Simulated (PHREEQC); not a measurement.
**City or well water: an equilibrium model**

Synthetic water in mg/L, 25 °C, pH 7.96, pe 11: Na 2.55; K 9.6; Ca 24; Mg 0.552; Cl 22.7; S(6) as SO4 32.4; Alkalinity as HCO3 16.9; B 0.0414; O(0) (dissolved oxygen) 0.0406; Li 0.074.

Valence states are taken as typed.

Equilibrium calculation in PHREEQC: ion-association model, wateq4f.dat.

Precipitation was switched off in this run.

Problem. Predict the charge-balance error.

Solution. charge-balance error 0.6 %.

Problem. In which forms is S present?

Solution. SO4-2 93 %, CaSO4 6.9 % of the S.

Species that the database lacks are ignored.
